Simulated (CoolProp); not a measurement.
The numbers come from the reference Helmholtz-energy equation of state, Akasaka 2024 in CoolProp.

Give the vapour pressure (MPa), liquid density (kg/m³), enthalpy of vaporisation (kJ/kg), liquid cp (kJ/(kg K)) of saturated R1132(E) at 246.2, 286.5, 295.5 K.


```csv
T (K),p (MPa),liquid density (kg/m³),enthalpy of vaporisation (kJ/kg),liquid cp (kJ/(kg K))
246.2,0.319,1080,283,1.67
286.5,1.21,959,233,1.82
295.5,1.55,927,219,1.89
```
